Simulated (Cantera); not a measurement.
What does this Cantera script print?

```python
import numpy as np
import cantera as ct

gas_names = """
    CL CL2 H HCL H2 N NH NH2 NH3 N2 N2H2 N2H4 Si SiCL SiCL2 SiCL3 SiCL4 SiH SiHCL3 SiH2 SiH2CL2 SiH3
    SiH3CL SiH4 SiN Si2 Si2N Si3
""".split()
cond_names = """
    NH4CL(a) NH4CL(b) Si(cr) Si(L) Si3N4(a)
""".split()


# ... load() reads the species with a 1 bar reference pressure and builds the phases ...
atoms = {
    'SiH2Cl2': {'Si': 1, 'H': 2, 'CL': 2},
    'HCl': {'H': 1, 'CL': 1},
    'N2': {'N': 2},
}
top_T = {'Si3N4(a)': 2400}  # K; cautious upper limits of use, not melting points


# ... equilibrate(T, P, feed) seeds the gas with the atoms and calls Mixture.equilibrate('TP', solver="vcs", rtol=1e-11, max_steps=5000) ...
results = []
feed = {'SiH2Cl2': 1, 'HCl': 0.033, 'N2': 39}  # mol
P = 240  # Pa
for T in [1298, 1348, 1398, 1448, 1498, 1548, 1598]:
    mix = equilibrate(T, P, feed)
    results.append((T, P, feed, dict(zip(mix.species_names, mix.species_moles))))

top = {s: max(r[3][s] / sum(r[3][g] for g in gas_names) for r in results) for s in gas_names}
cols = sorted((s for s in top if top[s] > 1e-05), key=lambda s: -top[s])[:5]
seen = [c for c in cond_names if any(r[3].get(c, 0) > 1e-12 for r in results)]
print("log10 of partial pressures in bar; condensed amounts in mol")
print(f"{'T/K':>10s}" + "".join(f"{s[:9]:>10s}" for s in cols + seen))
for T, P, feed, n in results:
    ng = sum(n[g] for g in gas_names)
    print(f"{T:10.4g}" + "".join(f"{np.log10(max(n[s] / ng * P / 1e5, 1e-99)):10.3f}" for s in cols)
          + "".join(f"{n.get(c, 0):10.4g}" for c in seen))
```

Output:

```
log10 of partial pressures in bar; condensed amounts in mol
       T/K        N2       HCL        H2     SiCL2     SiCL4  Si3N4(a)
      1298    -2.642    -4.031    -4.859    -5.235    -5.558    0.2758
      1348    -2.642    -4.056    -4.787    -4.965    -5.848    0.2545
      1398    -2.642    -4.097    -4.695    -4.776    -6.239    0.2273
      1448    -2.642    -4.153    -4.604    -4.643    -6.686    0.1974
      1498    -2.642    -4.221    -4.525    -4.545    -7.155    0.1673
      1548    -2.642    -4.299    -4.460    -4.472    -7.628    0.1389
      1598    -2.642    -4.383    -4.410    -4.416    -8.098    0.1135
```

These are equilibrium values from Cantera (NASA tables, ideal gas, pure condensed phases), not measurements of a reactor. N2 is the only nitrogen source here; it is nearly inert below about 1500 K, so the nitride shown seldom forms there in practice. The tables' values for SiCl3, SiCl are old estimates; treat these amounts as uncertain.
